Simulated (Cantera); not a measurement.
**Equilibrium for silicon carbide growth: (CH₃)₂SiCl₂ + C₃H₈ + H₂**

Input: 1 mol (CH₃)₂SiCl₂, 0.051 mol C₃H₈, 500 mol H₂, at 0.00140 bar.

Equilibrium computed with Cantera from the NASA thermochemical tables; the gas is ideal and each condensed phase is pure. Candidate condensed phases: C, C₆H₆, C₇H₈, C₈H₁₈, Si, SiC; 109 gas species. The feed counts by its element totals alone. Rates play no part.

```csv
T (K),log p H₂,log p H,log p HCl,log p C₂H₂ (acetylene),log p Si,log p Cl,log p SiC₂,n C(graphite)
2123,-2.90,-3.89,-5.31,-5.68,-5.62,-6.44,-6.77,0.429
2148,-2.91,-3.83,-5.32,-5.62,-5.63,-6.38,-6.73,0.182
2173,-2.91,-3.77,-5.33,-5.59,-5.63,-6.32,-6.71,0
2198,-2.92,-3.72,-5.34,-5.59,-5.63,-6.27,-6.73,0
2223,-2.93,-3.66,-5.35,-5.60,-5.63,-6.21,-6.74,0
2248,-2.94,-3.61,-5.36,-5.60,-5.64,-6.16,-6.76,0
2273,-2.95,-3.55,-5.38,-5.61,-5.64,-6.11,-6.77,0
2298,-2.97,-3.50,-5.39,-5.61,-5.65,-6.07,-6.79,0
2323,-2.98,-3.45,-5.41,-5.62,-5.65,-6.02,-6.80,0
2348,-3.00,-3.41,-5.43,-5.63,-5.66,-5.98,-6.82,0
2373,-3.02,-3.36,-5.45,-5.64,-5.66,-5.94,-6.83,0
2398,-3.04,-3.32,-5.47,-5.65,-5.67,-5.90,-6.85,0
2423,-3.06,-3.28,-5.50,-5.67,-5.68,-5.87,-6.86,0
2448,-3.09,-3.24,-5.53,-5.69,-5.69,-5.84,-6.88,0
```
log p: log10 of the partial pressure in bar; n: condensed amount in mol.

From 2123 K to 2148 K the condensed part is C(graphite). From 2173 K to 2448 K nothing is condensed. The main Si-bearing gas is Si throughout.
